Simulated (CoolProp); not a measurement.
Methane along the isobar 24.7 bar: density (kg/m³) from the reference equation and from simpler models built on Tc = 190.6 K, pc = 45.99 bar, ω = 0.011; each cubic takes its own stable root.

Values from CoolProp's reference Helmholtz-energy equation of state, Setzmann 1991.

| T (K) | phase | reference |
|---|---|---|
| 188.5 | gas | 32.42 |
| 198.6 | gas | 29.27 |
| 208.8 | gas | 26.86 |
| 218.9 | gas | 24.94 |
| 229.1 | gas | 23.33 |
| 239.2 | gas | 21.97 |
| 249.4 | gas | 20.78 |
| 259.5 | gas | 19.74 |
| 269.7 | gas | 18.82 |
| 279.8 | gas | 17.99 |
| 290 | gas | 17.24 |
| 300.1 | gas | 16.56 |
| 310.3 | gas | 15.93 |
| 320.4 | gas | 15.36 |
| 330.6 | gas | 14.83 |
| 340.7 | gas | 14.34 |

Task: How far does each simpler model (ideal gas, van der Waals, Redlich-Kwong, Soave-Redlich-Kwong, Peng-Robinson) lie from the reference over these 16 states: mean and median of the absolute difference, and the worst?

Result: 
- ideal gas: mean 8.4 %, median 6.5 %, worst -22.0 % at 188.5 K and 24.7 bar
- van der Waals: mean 0.9 %, median 0.8 %, worst -3.0 % at 188.5 K and 24.7 bar
- Redlich-Kwong: mean 0.2 %, median 0.2 %, worst +0.3 % at 208.8 K and 24.7 bar
- Soave-Redlich-Kwong: mean 0.1 %, median 0.2 %, worst +0.3 % at 198.6 K and 24.7 bar
- Peng-Robinson: mean 1.6 %, median 1.5 %, worst +2.7 % at 188.5 K and 24.7 bar
